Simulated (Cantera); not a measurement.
Equilibrium for silicon nitride deposition: SiHCl₃ + NH₃ + H₂

Charge: 1 mol SiHCl₃, 13 mol NH₃, 2.8 mol H₂, equilibrated at 1050 K and 10.0 Torr.

These are equilibrium values from Cantera (NASA tables, ideal gas, pure condensed phases), not measurements of a reactor. Candidate condensed phases: NH₄Cl, Si, Si₃N₄; 28 gas species. Rates play no part.

| Quantity | Result |
|---|---|
| x(H₂) | 0.707 |
| x(N₂) | 0.194 |
| x(HCl) | 0.0994 |
| x(SiCl₄) | 3.44e-5 |
| x(SiHCl₃) | 2.54e-6 |
| x(NH₃) | 1.48e-6 |
| n(Si₃N₄(s)) | 0.333 mol |
| gas amount | 30.13 mol |
| log10 activity of Si(s) (absent) | -4.85 |
